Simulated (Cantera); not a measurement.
## Thermodynamics of carbon deposition, reforming and gasification, feed n-butane + H2O + H2 + CO2

Feed: 1 mol n-butane, 0.4 mol H2O, 14 mol H2, 0.037 mol CO2, held at 10.0 mbar.

Method: chemical equilibrium by Gibbs-energy minimisation in Cantera with the NASA 1993 tables (ideal gas, pure condensed phases). Candidate condensed phases: C, C6H6, C7H8, C8H18, H2O; 110 gas species. Kinetics and transport are ignored.

From 650 K to 2250 K the condensed part is C(graphite). The main C-bearing gas is CH4 at 650 K and CO at 2250 K.

```tsv
T (K)	x H2	x CH4	x H	x H2O	x CO	x C2H2 (acetylene)	x CO2	x C2H	n C(graphite)
650	0.804	0.168	<1e-12	0.0260	0.00127	<1e-12	0.000637	<1e-12	1.21
850	0.970	0.00586	2.02e-10	0.00153	0.0223	9.25e-12	0.000107	<1e-12	3.48
1050	0.976	0.000545	8.01e-8	4.22e-5	0.0238	4.04e-9	1.21e-6	<1e-12	3.55
1250	0.976	0.000105	4.78e-6	3.51e-6	0.0238	2.46e-7	5.47e-8	<1e-12	3.56
1450	0.976	3.15e-5	9.34e-5	5.81e-7	0.0238	4.76e-6	5.97e-9	<1e-12	3.56
1650	0.975	1.26e-5	0.000897	1.50e-7	0.0238	4.45e-5	1.14e-9	1.79e-10	3.56
1850	0.971	6.17e-6	0.00531	5.17e-8	0.0238	0.000254	3.16e-10	1.49e-8	3.55
2050	0.953	3.39e-6	0.0221	2.17e-8	0.0236	0.00101	1.13e-10	5.20e-7	3.52
2250	0.903	1.93e-6	0.0706	1.01e-8	0.0230	0.00302	4.73e-11	9.38e-6	3.44
```
x: gas mole fraction; n: condensed amount in mol.
